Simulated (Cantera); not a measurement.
Input (Python, Cantera) and output of one run.

```python
import numpy as np
import cantera as ct

gas_names = [...]  # 87 gases of nasa_gas.yaml made of C, H, Si
cond_names = """
    C(gr) C6H6(L) C7H8(L) C8H18(L),n-octa Si(cr) Si(L) SiC(b)
""".split()


# ... load() reads the species with a 1 bar reference pressure and builds the phases ...
atoms = {
    'Si(CH3)4': {'Si': 1, 'C': 4, 'H': 12},
    'C3H8': {'C': 3, 'H': 8},
    'H2': {'H': 2},
}
top_T = {'C(gr)': 4500, 'SiC(b)': 3050}  # K; cautious upper limits of use, not melting points


# ... equilibrate(T, P, feed) seeds the gas with the atoms and calls Mixture.equilibrate('TP', solver="vcs", rtol=1e-11, max_steps=5000) ...
results = []
feed = {'Si(CH3)4': 1, 'C3H8': 0.19, 'H2': 3.2}  # mol
P = 100000  # Pa
for T in [1098, 1198, 1298, 1398, 1498, 1598, 1698, 1798, 1898, 1998, 2098]:
    mix = equilibrate(T, P, feed)
    results.append((T, P, feed, dict(zip(mix.species_names, mix.species_moles))))
    x = sorted(zip(gas.X, gas.species_names), reverse=True)
    print(f"T = {T:g} K  P = {P:g} Pa  gas = {mix.phase_moles(0):.4g} mol")
    print("   x: " + "  ".join(f"{s} {v:.3e}" for v, s in x if v > 1e-06))
    print("   condensed (mol): " + ("  ".join(f"{mix.phase(i).name} {mix.phase_moles(i):.4g}"
          for i in range(1, mix.n_phases) if mix.phase_moles(i) > 1e-12) or "none"))
```

It prints:

```
T = 1098 K  P = 100000 Pa  gas = 9.632 mol
   x: H2 9.659e-01  CH4 3.409e-02
   condensed (mol): C(gr) 3.242  SiC(b) 1
T = 1198 K  P = 100000 Pa  gas = 9.808 mol
   x: H2 9.845e-01  CH4 1.554e-02  C2H4 1.205e-06
   condensed (mol): C(gr) 3.418  SiC(b) 1
T = 1298 K  P = 100000 Pa  gas = 9.882 mol
   x: H2 9.922e-01  CH4 7.842e-03  C2H4 1.622e-06  H 1.067e-06
   condensed (mol): C(gr) 3.492  SiC(b) 1
T = 1398 K  P = 100000 Pa  gas = 9.917 mol
   x: H2 9.957e-01  CH4 4.330e-03  H 4.721e-06  C2H2,acetylene 2.440e-06  C2H4 2.071e-06
   condensed (mol): C(gr) 3.527  SiC(b) 1
T = 1498 K  P = 100000 Pa  gas = 9.934 mol
   x: H2 9.974e-01  CH4 2.581e-03  H 1.716e-05  C2H2,acetylene 8.789e-06  C2H4 2.547e-06
   condensed (mol): C(gr) 3.544  SiC(b) 1
T = 1598 K  P = 100000 Pa  gas = 9.944 mol
   x: H2 9.983e-01  CH4 1.641e-03  H 5.318e-05  C2H2,acetylene 2.689e-05  C2H4 3.045e-06  CH3 1.779e-06
   condensed (mol): C(gr) 3.553  SiC(b) 1
T = 1698 K  P = 100000 Pa  gas = 9.95 mol
   x: H2 9.987e-01  CH4 1.101e-03  H 1.445e-04  C2H2,acetylene 7.196e-05  C2H4 3.558e-06  CH3 3.239e-06
   condensed (mol): C(gr) 3.558  SiC(b) 1
T = 1798 K  P = 100000 Pa  gas = 9.954 mol
   x: H2 9.987e-01  CH4 7.726e-04  H 3.519e-04  C2H2,acetylene 1.723e-04  CH3 5.507e-06  C2H4 4.082e-06
   condensed (mol): C(gr) 3.559  SiC(b) 1
T = 1898 K  P = 100000 Pa  gas = 9.958 mol
   x: H2 9.983e-01  H 7.810e-04  CH4 5.634e-04  C2H2,acetylene 3.756e-04  CH3 8.836e-06  C2H4 4.609e-06  SiH2 2.118e-06
   condensed (mol): C(gr) 3.557  SiC(b) 1
T = 1998 K  P = 100000 Pa  gas = 9.964 mol
   x: H2 9.972e-01  H 1.602e-03  C2H2,acetylene 7.559e-04  CH4 4.243e-04  CH3 1.349e-05  SiH2 5.697e-06  C2H4 5.135e-06  Si 2.315e-06  SiH 1.575e-06
   condensed (mol): C(gr) 3.551  SiC(b) 0.9999
T = 2098 K  P = 100000 Pa  gas = 9.972 mol
   x: H2 9.951e-01  H 3.070e-03  C2H2,acetylene 1.420e-03  CH4 3.283e-04  CH3 1.975e-05  SiH2 1.391e-05  Si 1.011e-05  C2H4 5.649e-06  SiH 5.497e-06
   condensed (mol): C(gr) 3.538  SiC(b) 0.9997
```

These are equilibrium values from Cantera (NASA tables, ideal gas, pure condensed phases), not measurements of a reactor. Gases not in the tables: Si2H6 and higher silanes.
